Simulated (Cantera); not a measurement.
Charge: 1 mol Al2O3, 6.1 mol O2, held at 2475 K and 69.0 Pa.

Method: chemical equilibrium by Gibbs-energy minimisation in Cantera with the NASA 1993 tables (ideal gas, pure condensed phases). Candidate condensed phases: Al, Al2O3; 9 gas species. Kinetics and transport are ignored.

Base state: O2 0.617, O 0.383, AlO 0.000637, Al 4.00e-5, AlO2 1.20e-5 (mole fractions); condensed: Al2O3(l).

Question: What changes in the equilibrium state with this change: pressure from 69.0 Pa to 101000 Pa?

Answer: 
```tsv
species	before	after
O2	0.617	0.987
O	0.383	0.0126
AlO	0.000637	6.23e-8
Al	4.00e-5	<1e-9
AlO2	1.20e-5	5.71e-8
Al2O3(l), mol	0.997	1.00
```

Question: What changes in the equilibrium state with this change: temperature from 2475 K to 1650 K?

Answer: 
| species | before | after |
|---|---|---|
| O2 | 0.617 | 0.999 |
| O | 0.383 | 0.000985 |
| AlO | 0.000637 | <1e-9 |
| Al | 4.00e-5 | <1e-9 |
| AlO2 | 1.20e-5 | <1e-9 |
| Al2O3(l), mol | 0.997 | 0 |
| Al2O3(s), mol | 0 | 1.00 |

Question: What changes in the equilibrium state with this change: temperature from 2475 K to 2050 K?

Answer: 
```json
[
 {"species": "O2", "before": "0.617", "after": "0.964"},
 {"species": "O", "before": "0.383", "after": "0.0364"},
 {"species": "AlO", "before": "0.000637", "after": "9.90e-8"},
 {"species": "Al", "before": "4.00e-5", "after": "<1e-9"},
 {"species": "AlO2", "before": "1.20e-5", "after": "1.03e-8"},
 {"species": "Al2O3(l), mol", "before": "0.997", "after": "0"},
 {"species": "Al2O3(s), mol", "before": "0", "after": "1.00"}
]
```
